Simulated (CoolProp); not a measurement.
A Linde-Hampson liquefier for methane: isothermal reversible compression at 250 K from 1 atm to 30 MPa, throttling to 1 atm, return gas leaving the recuperator 10 K below the feed. Each further row changes one setting.

Computed with CoolProp (reference Helmholtz-energy equation of state, Setzmann 1991).

```csv
case,liquid yield per pass,compression work (kJ/kg of gas)
as stated,___,653
high pressure 60 MPa,___,___
warm-end temperature 280 K,___,___
warm-end gap 15 K,0.326,653
```

Some entries are withheld; supply them.


- as stated, liquid yield per pass: 0.335
- high pressure 60 MPa, liquid yield per pass: 0.319
- high pressure 60 MPa, compression work (kJ/kg of gas): 751
- warm-end temperature 280 K, liquid yield per pass: 0.259
- warm-end temperature 280 K, compression work (kJ/kg of gas): 763
